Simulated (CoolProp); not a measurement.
Model: reference Helmholtz-energy equation of state, Wu 2012, in CoolProp.

Task: For fluoroethane (R161), give the phase and the cv (kJ/(kg K)) at 125.35 °C and 0.101 MPa; 138.25 °C and 0.101 MPa; 176.85 °C and 0.101 MPa.

Result: 
- 125.35 °C and 0.101 MPa: gas; cv 1.37
- 138.25 °C and 0.101 MPa: gas; cv 1.41
- 176.85 °C and 0.101 MPa: gas; cv 1.51
